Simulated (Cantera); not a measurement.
What does this Cantera script print?

```python
import numpy as np
import cantera as ct

gas = ct.Solution("gri30.yaml")
gas.TPX = 1250, 310000, {'CH3OH': 1, 'O2': 1.76, 'N2': 6.64, 'H2O': 0.33}
reactor = ct.IdealGasReactor(gas, energy="on", clone=False)
net = ct.ReactorNet([reactor])
net.rtol, net.atol = 1e-08, 1e-16
show = ['CH3OH', 'O2', 'CO2', 'CH4', 'CH2', 'H2O', 'C2H4']
times = np.geomspace(2e-06, 0.2, 16)

steps = ct.SolutionArray(gas, extra=["t"])
rows = []
print(f"{'t/s':>10s}{'T/K':>9s}{'P/Pa':>11s}" + "".join(f"{s:>11s}" for s in show))
for t in times:
    while net.time < t:
        t_next = net.step()
        steps.append(gas.state, t=t_next)
    rows.append([np.interp(t, steps.t, y) for y in (steps.T, steps.P, *steps(*show).X.T)])
    print(f"{t:10.3e}{rows[-1][0]:9.1f}{rows[-1][1]:11.4g}" + "".join(f"{x:11.3e}" for x in rows[-1][2:]))
rate = np.gradient(steps.T, steps.t)
print("integrator steps:", len(steps.t))
if steps.T.max() > steps.T[0] + 200:
    print(f"time of steepest temperature rise: {steps.t[rate.argmax()]:.4e} s")
gas.TPX = 1250, 310000, {'CH3OH': 1, 'O2': 1.76, 'N2': 6.64, 'H2O': 0.33}
gas.equilibrate("UV")
print(f"equilibrium (UV): T = {gas.T:.1f} K  " + "  ".join(f"{s} {gas[s].X[0]:.3e}" for s in show))
```

It prints:

```
       t/s      T/K       P/Pa      CH3OH         O2        CO2        CH4        CH2        H2O       C2H4
 2.000e-06   1250.0    3.1e+05  1.028e-01  1.809e-01  7.719e-09  3.822e-09  2.286e-10  3.392e-02  1.325e-14
 4.309e-06   1250.0    3.1e+05  1.028e-01  1.809e-01  1.675e-08  1.645e-08  2.286e-10  3.392e-02  7.665e-14
 9.283e-06   1250.0    3.1e+05  1.028e-01  1.809e-01  3.620e-08  6.536e-08  2.286e-10  3.392e-02  4.563e-13
 2.000e-05   1250.0    3.1e+05  1.028e-01  1.809e-01  7.812e-08  2.264e-07  2.286e-10  3.392e-02  2.258e-12
 4.309e-05   1250.0    3.1e+05  1.028e-01  1.809e-01  1.684e-07  6.496e-07  2.286e-10  3.392e-02  7.921e-12
 9.283e-05   1250.0    3.1e+05  1.028e-01  1.809e-01  3.630e-07  1.578e-06  2.286e-10  3.392e-02  2.058e-11
 2.000e-04   1250.0    3.1e+05  1.027e-01  1.809e-01  7.828e-07  3.473e-06  2.286e-10  3.393e-02  4.537e-11
 4.309e-04   1250.1    3.1e+05  1.027e-01  1.808e-01  1.694e-06  7.148e-06  2.290e-10  3.396e-02  9.014e-11
 9.283e-04   1251.3  3.105e+05  1.020e-01  1.805e-01  3.853e-06  1.351e-05  2.354e-10  3.433e-02  1.702e-10
 2.000e-03   2807.3  7.508e+05  1.131e-15  3.103e-02  7.187e-02  5.044e-15  1.686e-14  2.020e-01  5.800e-23
 4.309e-03   2801.8  7.492e+05  1.145e-15  2.962e-02  7.187e-02  5.160e-15  1.647e-14  2.023e-01  5.914e-23
 9.283e-03   2801.8  7.492e+05  1.145e-15  2.962e-02  7.187e-02  5.160e-15  1.647e-14  2.023e-01  5.914e-23
 2.000e-02   2801.8  7.492e+05  1.145e-15  2.962e-02  7.187e-02  5.160e-15  1.647e-14  2.023e-01  5.914e-23
 4.309e-02   2801.8  7.492e+05  1.145e-15  2.962e-02  7.187e-02  5.160e-15  1.647e-14  2.023e-01  5.914e-23
 9.283e-02   2801.8  7.492e+05  1.145e-15  2.962e-02  7.187e-02  5.160e-15  1.647e-14  2.023e-01  5.914e-23
 2.000e-01   2801.8  7.492e+05  1.145e-15  2.962e-02  7.187e-02  5.160e-15  1.647e-14  2.023e-01  5.914e-23
integrator steps: 2128
time of steepest temperature rise: 1.5252e-03 s
equilibrium (UV): T = 2801.8 K  CH3OH 1.192e-15  O2 2.962e-02  CO2 7.187e-02  CH4 6.704e-15  CH2 1.893e-14  H2O 2.023e-01  C2H4 6.589e-23
```

Detailed kinetics in Cantera: GRI-Mech 3.0 (53 species, 325 reactions). GRI-Mech 3.0 was tuned for natural gas; its chemistry of methanol as a main component is partial and can be far from experiment.
